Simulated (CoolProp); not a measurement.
Model: reference Helmholtz-energy equation of state, Span 2000, in CoolProp.

Question: Give the vapour pressure (MPa), vapour density (kg/m³), surface tension (mN/m) of saturated nitrogen at 103.8, 120, 121.8 K.

Answer: 
```json
[
 {"T (K)": "103.8", "p (MPa)": "1.00", "vapour density (kg/m³)": "41.5", "surface tension (mN/m)": "3.36"},
 {"T (K)": "120", "p (MPa)": "2.51", "vapour density (kg/m³)": "125", "surface tension (mN/m)": "0.677"},
 {"T (K)": "121.8", "p (MPa)": "2.75", "vapour density (kg/m³)": "145", "surface tension (mN/m)": "0.442"}
]
```

Surface tension comes from a separate correlation (Mulero 2012).
